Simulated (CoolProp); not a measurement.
A simple Rankine cycle with m-xylene: condensing at 318.15 K, boiler at 0.4 MPa, turbine inlet 486.9 K, turbine efficiency 0.8, pump efficiency 0.8, no recuperator. Each further row changes one setting.

Model: reference Helmholtz-energy equation of state, Zhou 2012, in CoolProp.

| case | thermal efficiency (%) | net work (kJ/kg) | heat in (kJ/kg) | turbine exit temperature (K) | volume ratio over the turbine |
|---|---|---|---|---|---|
| as stated | 19.7 | 127 | 645 | 405.8 | 113 |
| turbine inlet 506.9 K | (withheld) | 134 | 684 | (withheld) | 113 |
| condensing temperature 310.15 K | (withheld) | 137 | 659 | 399.6 | 168 |
| boiler pressure 0.28 MPa | 18.5 | 120 | (withheld) | (withheld) | (withheld) |
| turbine efficiency 0.7 | (withheld) | 111 | 645 | (withheld) | 116 |

Task: What belongs in the gaps?

Result: 
- turbine inlet 506.9 K, thermal efficiency (%): 19.5
- turbine inlet 506.9 K, turbine exit temperature (K): 426.0
- condensing temperature 310.15 K, thermal efficiency (%): 20.8
- boiler pressure 0.28 MPa, heat in (kJ/kg): 649
- boiler pressure 0.28 MPa, turbine exit temperature (K): 413.0
- boiler pressure 0.28 MPa, volume ratio over the turbine: 78.0
- turbine efficiency 0.7, thermal efficiency (%): 17.2
- turbine efficiency 0.7, turbine exit temperature (K): 415.7
